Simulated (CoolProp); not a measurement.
Saturation properties of R142b.

Model: reference Helmholtz-energy equation of state, Lemmon 2006, in CoolProp. It is a short technical equation, of lower accuracy than the large ones.

| T (°C) | p (kPa) | liquid density (kg/m³) | vapour density (kg/m³) | enthalpy of vaporisation (kJ/kg) | liquid conductivity (mW/(m K)) |
|---|---|---|---|---|---|
| -70.55 | 3.369 | 1325 | 0.2017 | 255.4 | 118 |
| -59.95 | 7.158 | 1303 | 0.4085 | 250.1 | 114 |
| -49.45 | 13.91 | 1281 | 0.7594 | 244.8 | 110 |
| -38.85 | 25.34 | 1258 | 1.328 | 239.3 | 106 |
| -28.25 | 43.46 | 1235 | 2.196 | 233.8 | 102 |
| -17.75 | 70.45 | 1212 | 3.445 | 228.1 | 97.5 |
| -7.15 | 109.7 | 1188 | 5.211 | 222.1 | 93.5 |
| 3.35 | 163.7 | 1164 | 7.589 | 216.0 | 89.5 |
| 13.95 | 237.0 | 1139 | 10.77 | 209.4 | 85.5 |
| 24.55 | 333.1 | 1112 | 14.91 | 202.4 | 81.7 |
| 35.05 | 454.9 | 1085 | 20.15 | 195.1 | 78.0 |
| 45.65 | 609.1 | 1056 | 26.83 | 187.1 | 74.3 |
| 56.15 | 797.2 | 1026 | 35.15 | 178.6 | 70.8 |
| 66.75 | 1028 | 994.0 | 45.65 | 169.2 | 67.4 |
| 77.25 | 1301 | 959.4 | 58.70 | 158.9 | 64.2 |

It boils at -9.1 °C under 1 atm.

Thermal conductivity comes from a separate model (Huber 2003), an estimate that may be off by 10 % or more.
